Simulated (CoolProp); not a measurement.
Properties of the fluoroketone C6F12O (FK-5-1-12) along the isotherm 349.1 K (Tc = 441.8 K, pc = 1869 kPa, ω = 0.471).

The numbers come from the reference Helmholtz-energy equation of state, McLinden 2015 in CoolProp.

```csv
p (kPa),phase,density (kg/m³),cv (kJ/(kg K)),expansivity (1/kK),fugacity coefficient
584,liquid,1438,0.9242,2.565,0.3723
1170,liquid,1443,0.9237,2.487,0.1942
1750,liquid,1449,0.9233,2.416,0.1356
2340,liquid,1454,0.9229,2.351,0.1060
2920,liquid,1459,0.9225,2.292,0.08874
3500,liquid,1464,0.9222,2.238,0.07730
4090,liquid,1469,0.9219,2.187,0.06912
4670,liquid,1473,0.9216,2.140,0.06319
5260,liquid,1478,0.9213,2.096,0.05860
5840,liquid,1482,0.9211,2.056,0.05508
6420,liquid,1486,0.9209,2.018,0.05228
7010,liquid,1490,0.9207,1.981,0.04999
7590,liquid,1494,0.9206,1.947,0.04817
8180,liquid,1498,0.9204,1.915,0.04666
8760,liquid,1501,0.9203,1.885,0.04544
9350,liquid,1505,0.9202,1.855,0.04443
```
